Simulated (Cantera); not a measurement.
Input (Python, Cantera):

```python
import numpy as np
import cantera as ct

gas = ct.Solution("h2o2.yaml")
gas.TPX = 1150, 2666, {'H2': 0.12, 'O2': 1}
reactor = ct.IdealGasConstPressureReactor(gas, energy="off", clone=False)
net = ct.ReactorNet([reactor])
net.rtol, net.atol = 1e-08, 1e-18
show = ['H2', 'O2', 'H2O2', 'H2O', 'O']
times = np.geomspace(0.0002, 100, 9)

steps = ct.SolutionArray(gas, extra=["t"])
rows = []
print(f"{'t/s':>10s}{'T/K':>9s}{'P/Pa':>11s}" + "".join(f"{s:>11s}" for s in show))
for t in times:
    while net.time < t:
        t_next = net.step()
        steps.append(gas.state, t=t_next)
    rows.append([np.interp(t, steps.t, y) for y in (steps.T, steps.P, *steps(*show).X.T)])
    print(f"{t:10.3e}{rows[-1][0]:9.1f}{rows[-1][1]:11.4g}" + "".join(f"{x:11.3e}" for x in rows[-1][2:]))
rate = np.gradient(steps.T, steps.t)
print("integrator steps:", len(steps.t))
if steps.T.max() > steps.T[0] + 200:
    print(f"time of steepest temperature rise: {steps.t[rate.argmax()]:.4e} s")
gas.TPX = 1150, 2666, {'H2': 0.12, 'O2': 1}
gas.equilibrate("TP")
print(f"equilibrium (TP): T = {gas.T:.1f} K  " + "  ".join(f"{s} {gas[s].X[0]:.3e}" for s in show))
```

Result:

```
       t/s      T/K       P/Pa         H2         O2       H2O2        H2O          O
 2.000e-04   1150.0       2666  1.071e-01  8.929e-01  1.472e-11  1.026e-07  5.869e-08
 1.031e-03   1150.0       2666  3.774e-02  8.512e-01  9.010e-07  5.242e-02  2.445e-02
 5.318e-03   1150.0       2666  1.495e-03  8.639e-01  4.240e-07  1.046e-01  1.951e-02
 2.742e-02   1150.0       2666  9.650e-05  8.852e-01  2.791e-07  1.125e-01  1.241e-03
 1.414e-01   1150.0       2666  4.147e-06  8.866e-01  6.909e-08  1.131e-01  5.662e-05
 7.293e-01   1150.0       2666  3.406e-07  8.868e-01  1.378e-08  1.132e-01  4.948e-06
 3.761e+00   1150.0       2666  4.463e-08  8.868e-01  2.714e-09  1.132e-01  6.704e-07
 1.939e+01   1150.0       2666  7.788e-09  8.868e-01  5.763e-10  1.132e-01  1.186e-07
 1.000e+02   1150.0       2666  3.244e-09  8.868e-01  2.657e-10  1.132e-01  4.917e-08
integrator steps: 2287
equilibrium (TP): T = 1150.0 K  H2 3.184e-09  O2 8.868e-01  H2O2 2.615e-10  H2O 1.132e-01  O 4.825e-08
```

Detailed kinetics in Cantera: the H2/O2 subset of GRI-Mech 3.0, which has no nitrogen chemistry. Radical loss at walls, strong at low pressure, is not modelled. The temperature is held fixed by assumption; the heat of reaction is taken as removed at once.
